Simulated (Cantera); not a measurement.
An isothermal, constant-pressure homogeneous reactor starts with 16.7 % H2, 83.3 % O2, equivalence ratio 0.10, at 1250 K and 0.00345 atm.

Detailed kinetics in Cantera: the H2/O2 subset of GRI-Mech 3.0, which has no nitrogen chemistry. Radical loss at walls, strong at low pressure, is not modelled. The temperature is held fixed by assumption; the heat of reaction is taken as removed at once.

One state of this run: x H2 = 0.00593; x O2 = 0.743; x OH = 0.00958; x O = 0.0626; x H2O = 0.140; x H = 0.0390; x HO2 = 1.84e-6. x: mole fraction; the columns are a selection and need not sum to one.

Problem. Which value of t (s) does it belong to?
(A) 1.49e-5
(B) 9.15e-5
(C) 0.0529
(D) 3.69e-5

Solution. C, 0.0529
